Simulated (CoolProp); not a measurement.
Values from CoolProp's reference Helmholtz-energy equation of state, Lemmon 2006. It is a short technical equation, of lower accuracy than the large ones.

**Question.** For isopentane, give the phase and the cp (kJ/(kg K)), cv (kJ/(kg K)), conductivity (mW/(m K)), fugacity coefficient at 295.4 K and 4.66 MPa.

**Answer.** 
- 295.4 K and 4.66 MPa: liquid; cp 2.24, cv 1.69, conductivity 105, fugacity coefficient 0.0214

Thermal conductivity comes from a separate model (Vassiliou 2015).
